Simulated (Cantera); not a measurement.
A closed system holds: 1 mol NaI, 1.2 mol H₂, held at 760 Pa.

These are equilibrium values from Cantera (NASA tables, ideal gas, pure condensed phases), not measurements of a reactor. Candidate condensed phases: I₂, Na, NaI; 9 gas species. Gases not in the tables: NaBr and NaI dimers. Rates play no part. All values below are at 1923 K.

Base state: H₂ 0.480, NaI 0.299, Na 0.107, I 0.102, H 0.00749, HI 0.00456, NaH 4.55e-5 (mole fractions); condensed: gas only.

Problem. What changes in the equilibrium state with this change: NaI replaced by FeCl₃?

Solution. 
```json
[
 {"species": "HCl", "before": "0", "after": "0.378"},
 {"species": "FeCl₂", "before": "0", "after": "0.355"},
 {"species": "H₂", "before": "0.480", "after": "0.246"},
 {"species": "NaI", "before": "0.299", "after": "0"},
 {"species": "Na", "before": "0.107", "after": "0"},
 {"species": "I", "before": "0.102", "after": "0"},
 {"species": "Fe", "before": "0", "after": "0.00968"},
 {"species": "Cl", "before": "0", "after": "0.00620"},
 {"species": "HI", "before": "0.00456", "after": "0"},
 {"species": "FeCl", "before": "0", "after": "0.000276"},
 {"species": "NaH", "before": "4.55e-5", "after": "0"}
]
```
Further candidate phases: Fe, FeCl₂, FeCl₃.
